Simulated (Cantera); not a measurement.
## Reactions in the system H-O-Pb

Standard-state values (1 bar) from the NASA 1993 polynomials, evaluated with Cantera. Values are per mole of reaction as written; species without (g) are pure solids or liquids, kept so even where they would boil at 1 bar.

2 Pb(g) + 2 OH(g) → 2 PbO + H2(g)

```json
[
 {"T (K)": "873", "ΔH° (kJ)": "-887.0", "ΔS° (J/K)": "-418.1", "ΔG° (kJ)": "-522.1", "log10 K": "31.24", "condensed phases": "PbO(yellow)"},
 {"T (K)": "923", "ΔH° (kJ)": "-885.0", "ΔS° (J/K)": "-415.8", "ΔG° (kJ)": "-501.2", "log10 K": "28.37", "condensed phases": "PbO(yellow)"},
 {"T (K)": "973", "ΔH° (kJ)": "-882.9", "ΔS° (J/K)": "-413.6", "ΔG° (kJ)": "-480.5", "log10 K": "25.79", "condensed phases": "PbO(yellow)"},
 {"T (K)": "1023", "ΔH° (kJ)": "-880.8", "ΔS° (J/K)": "-411.5", "ΔG° (kJ)": "-459.9", "log10 K": "23.48", "condensed phases": "PbO(yellow)"},
 {"T (K)": "1073", "ΔH° (kJ)": "-878.6", "ΔS° (J/K)": "-409.4", "ΔG° (kJ)": "-439.4", "log10 K": "21.39", "condensed phases": "PbO(yellow)"},
 {"T (K)": "1123", "ΔH° (kJ)": "-876.4", "ΔS° (J/K)": "-407.3", "ΔG° (kJ)": "-418.9", "log10 K": "19.49", "condensed phases": "PbO(yellow)"},
 {"T (K)": "1173", "ΔH° (kJ)": "-822.9", "ΔS° (J/K)": "-361.1", "ΔG° (kJ)": "-399.2", "log10 K": "17.78", "condensed phases": "PbO(l)"}
]
```
